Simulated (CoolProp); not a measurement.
A simple Rankine cycle with cyclohexane: condensing at 309.15 K, boiler at 0.766 MPa, turbine inlet 455.1 K, turbine efficiency 0.6, pump efficiency 0.8, no recuperator. Each further row changes one setting.

The numbers come from the reference Helmholtz-energy equation of state, Zhou 2014 in CoolProp.

```csv
case,thermal efficiency (%),net work (kJ/kg),heat in (kJ/kg),turbine exit temperature (K),volume ratio over the turbine
as stated,13.5,82.6,613,401.4,37.2
turbine inlet 475.1 K,13.3,87.5,657,422.8,36.7
condensing temperature 301.15 K,14.3,89.9,628,397.2,51.8
boiler pressure 0.536 MPa,12.4,76.7,620,408.7,25.2
turbine efficiency 0.5,11.2,68.6,613,409.1,37.9
```
